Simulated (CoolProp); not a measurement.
Vapour-liquid equilibrium of CH2F2 (R32) (1) + R236FA (2) at 276 K; x and y are mole fractions of (1).

The numbers come from the multi-fluid Helmholtz-energy mixture model, Tillner-Roth 1997 and Pan 2012; pair parameters Bell 2016 in CoolProp.

```tsv
x	bubble pressure, mixture model (bar)	bubble pressure, Raoult's law (bar)	y, mixture model	y, Raoult's law
0.05	1.554	1.594	0.248	0.279
0.15	2.275	2.363	0.526	0.565
0.25	3.023	3.132	0.676	0.710
0.35	3.781	3.901	0.768	0.798
0.45	4.540	4.670	0.830	0.858
0.55	5.299	5.439	0.876	0.900
0.65	6.063	6.208	0.912	0.932
0.75	6.839	6.977	0.941	0.957
0.85	7.638	7.746	0.967	0.977
0.95	8.470	8.515	0.989	0.993
```

The largest gap from Raoult's law is -3.7 % in bubble pressure, at x = 0.15. No azeotrope shows between x = 0.05 and 0.95.

The pair parameters rest on a limited set of measurements; away from them the model extrapolates.
